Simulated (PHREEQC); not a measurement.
# Acid rinse or clean (model solution)

Solution (25 °C): 0.17 mol H2SO4 and 0.0004 mol FeCl3 per kg of water. Closed to the air; pH follows from the charge balance.

All values are PHREEQC results (ion-association model, phreeqc.dat), not measurements.

Each row changes one thing in this solution. No solid was allowed to form.

| case | pH | ionic strength (mol/kgw) |
|---|---|---|
| as made | 0.81 | 0.222 |
| diluted 100-fold with water | 2.54 | [?] |
| FeCl3 left out | 0.81 | 0.221 |
| H2SO4 left out | 3.31 | [?] |
| 0.018 mol/kgw SrBr2 added | [?] | 0.266 |
| H2SO4 replaced by NH4HSO4 at the same molality | 1.25 | [?] |
| diluted 2-fold with water | 1.07 | 0.121 |
| temperature from 25 to 75 °C | [?] | 0.189 |

Problem. Some entries are withheld; supply them.

Solution. 
- diluted 100-fold with water, ionic strength (mol/kgw): 0.00448
- H2SO4 left out, ionic strength (mol/kgw): 0.00151
- 0.018 mol/kgw SrBr2 added, pH: 0.80
- H2SO4 replaced by NH4HSO4 at the same molality, ionic strength (mol/kgw): 0.271
- temperature from 25 to 75 °C, pH: 0.85

Some of these states are supersaturated (in Hematite (slow to form), Goethite (slow to form), Fe(OH)3(a), for instance). At this temperature some constants are extrapolated from 25 °C, and those without enthalpy data are left unchanged.
